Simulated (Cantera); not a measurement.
A Cantera script and its output.

```python
import numpy as np
import cantera as ct

gas = ct.Solution("gri30.yaml")
gas.TPX = 1750, 19000, {'CH4': 1, 'H2O': 0.6}
inlet = ct.Reservoir(gas, clone=True)

reactor = ct.IdealGasConstPressureReactor(gas, energy="off", clone=False)
exhaust = ct.Reservoir(gas, clone=True)
tau = [0.62, 0.19, 0.06, 0.019, 0.0059, 0.0019, 0.00058, 0.00018][0]
for a, b in ((inlet, reactor), (reactor, exhaust)):
    ct.MassFlowController(a, b, mdot=lambda t: reactor.mass / tau)
net = ct.ReactorNet([reactor])
show = ['CH4', 'H2O', 'H', 'C2H4', 'H2', 'O2', 'C2H']

rows = []
print(f"{'tau/s':>10s}{'T/K':>9s}" + "".join(f"{s:>11s}" for s in show))
for tau in [0.62, 0.19, 0.06, 0.019, 0.0059, 0.0019, 0.00058, 0.00018]:
    net.initial_time = 0.0
    net.advance(30 * tau)
    before = gas.X
    net.advance(40 * tau)
    drift = np.max(np.abs(gas.X - before) / (gas.X + 1e-9))
    rows.append([gas.T, *gas[show].X, drift])
    print(f"{tau:10.3e}{gas.T:9.1f}" + "".join(f"{x:11.3e}" for x in gas[show].X))
```

Output:

```
     tau/s      T/K        CH4        H2O          H       C2H4         H2         O2        C2H
 6.200e-01   1750.0  4.373e-02  1.294e-01  3.864e-04  6.421e-04  6.205e-01  7.765e-11  5.156e-07
 1.900e-01   1750.0  7.582e-02  1.889e-01  3.370e-04  1.011e-03  5.512e-01  1.552e-10  5.843e-07
 6.000e-02   1750.0  1.319e-01  2.372e-01  2.771e-04  1.967e-03  4.718e-01  2.419e-10  5.619e-07
 1.900e-02   1750.0  2.231e-01  2.754e-01  2.114e-04  4.530e-03  3.733e-01  3.473e-10  4.519e-07
 5.900e-03   1750.0  3.482e-01  3.117e-01  1.425e-04  9.966e-03  2.498e-01  4.698e-10  2.879e-07
 1.900e-03   1750.0  4.775e-01  3.448e-01  7.789e-05  1.499e-02  1.258e-01  4.508e-10  1.170e-07
 5.800e-04   1750.0  5.815e-01  3.679e-01  2.501e-05  8.566e-03  3.228e-02  1.477e-10  1.206e-08
 1.800e-04   1750.0  6.181e-01  3.741e-01  5.586e-06  9.971e-04  3.881e-03  7.960e-12  1.445e-10
```

Cantera simulation using GRI-Mech 3.0 (53 species, 325 reactions); the numbers are that mechanism's predictions, not measurements. GRI-Mech 3.0 stops at C3 and has no aromatics, soot or wall deposition, so with more carbon than oxygen in the feed, carbon stays in small species such as C2H2 where larger ones or solid carbon would form.
